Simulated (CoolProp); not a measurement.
Properties of acetone along the isobar 0.101 MPa (Tc = 508.1 K, pc = 4.692 MPa, ω = 0.307).

Values from CoolProp's reference Helmholtz-energy equation of state, Lemmon 2006. It is a short technical equation, of lower accuracy than the large ones.

| T (K) | phase | density (kg/m³) | cv (kJ/(kg K)) |
|---|---|---|---|
| 355.3 | gas | 2.059 | 1.378 |
| 375.6 | gas | 1.932 | 1.415 |
| 395.9 | gas | 1.822 | 1.461 |
| 416.1 | gas | 1.727 | 1.511 |
| 436.4 | gas | 1.641 | 1.563 |
| 456.7 | gas | 1.564 | 1.616 |
| 476.9 | gas | 1.495 | 1.668 |
| 497.2 | gas | 1.432 | 1.720 |
| 517.5 | gas | 1.374 | 1.772 |
